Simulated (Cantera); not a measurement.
Feed: 1 mol Al, 0.029 mol CO2, 270 mol H2, 1.1 mol O2, at 1525 K and 650 Pa.

Method: chemical equilibrium by Gibbs-energy minimisation in Cantera with the NASA 1993 tables (ideal gas, pure condensed phases). Candidate condensed phases: Al, Al2O3, C, C6H6, C7H8, C8H18, H2O; 121 gas species. The numbers say what is thermodynamically allowed, not how fast it happens.

Base state: H2 0.997, H2O 0.00270, H 0.000293, CO 0.000107 (mole fractions); condensed: Al2O3(s).

Problem. What changes in the equilibrium state with this change: temperature from 1525 K to 1798 K?

Solution. 
| species | before | after |
|---|---|---|
| H2 | 0.997 | 0.993 |
| H | 0.000293 | 0.00435 |
| H2O | 0.00270 | 0.00269 |
| CO | 0.000107 | 0.000107 |
| Al2O3(s), mol | 0.500 | 0.500 |

Problem. What changes in the equilibrium state with this change: Al replaced by Si?

Solution. 
| species | before | after |
|---|---|---|
| H2 | 0.997 | 0.998 |
| H2O | 0.00270 | 0.00127 |
| SiO | 0 | 0.000422 |
| H | 0.000293 | 0.000293 |
| CO | 0.000107 | 0.000107 |
| Al2O3(s), mol | 0.500 | 0 |
| SiO2(β-quartz), mol | 0 | 0.886 |
The tables hold silica as quartz up to 1696 K and as liquid above; real silica turns to tridymite and cristobalite and melts near 1996 K. Further candidate phases: Si, SiC, SiO2.
